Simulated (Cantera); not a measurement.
Input: 1 mol Al, 2.9 mol HCl, 15 mol N₂, at 977 °C and 73.0 Pa.

These are equilibrium values from Cantera (NASA tables, ideal gas, pure condensed phases), not measurements of a reactor. Candidate condensed phases: Al, AlCl₃, AlN, NH₄Cl; 20 gas species. The tables' values for AlCl₂ are old estimates; treat these amounts as uncertain. Equilibrium is a limit: real reactors are often held back by kinetics, nucleation or transport.

Base state: N₂ 0.855, H₂ 0.0655, AlCl₃ 0.0429, HCl 0.0355, AlCl₂ 0.000941, AlCl 0.000500 (mole fractions); condensed: AlN(s).

**Question.** What changes in the equilibrium state with this change: temperature from 977 °C to 1550 °C?

**Answer.** 
| species | before | after |
|---|---|---|
| N₂ | 0.855 | 0.815 |
| HCl | 0.0355 | 0.0880 |
| AlCl | 0.000500 | 0.0469 |
| AlCl₃ | 0.0429 | 0.00192 |
| H₂ | 0.0655 | 0.0334 |
| Al | <1e-9 | 2.02e-5 |
| Cl | 2.12e-6 | 0.00590 |
| AlN(s), mol | 0.228 | 0 |
